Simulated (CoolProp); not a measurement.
Vapour-liquid equilibrium of diethyl ether (1) + ethanol (2) at 0.0369 MPa; x and y are mole fractions of (1).

Computed with CoolProp (multi-fluid Helmholtz-energy mixture model, Thol 2014 and Schroeder 2014; pair parameters Bell 2016).

| x | bubble temperature (K) | y at the bubble point | dew temperature at overall composition x (K) | liquid density (mol/L) |
|---|---|---|---|---|
| 0.05 | ___ | 0.422 | 326.9 | 16.10 |
| 0.15 | ___ | 0.741 | 324.7 | 15.30 |
| 0.25 | 296.5 | 0.843 | 322.3 | 14.47 |
| 0.35 | 292.4 | 0.886 | 319.6 | ___ |
| 0.45 | 289.9 | 0.909 | 316.5 | 12.92 |
| 0.55 | 288.3 | 0.924 | 313.0 | 12.23 |
| 0.65 | 286.9 | 0.937 | 308.7 | 11.59 |
| 0.75 | 285.6 | 0.950 | ___ | 11.01 |
| 0.85 | 284.3 | ___ | 295.9 | 10.49 |
| 0.95 | 282.8 | ___ | 285.6 | 10.02 |

**Question.** Complete the blanks.

**Answer.** 
- 0.05, bubble temperature (K): 317.5
- 0.15, bubble temperature (K): 303.8
- 0.35, liquid density (mol/L): 13.67
- 0.75, dew temperature at overall composition x (K): 303.3
- 0.85, y at the bubble point: 0.966
- 0.95, y at the bubble point: 0.987

No azeotrope shows between x = 0.05 and 0.95.

Pair parameters are fitted to limited data, so mixtures are less certain than the pure fluids.
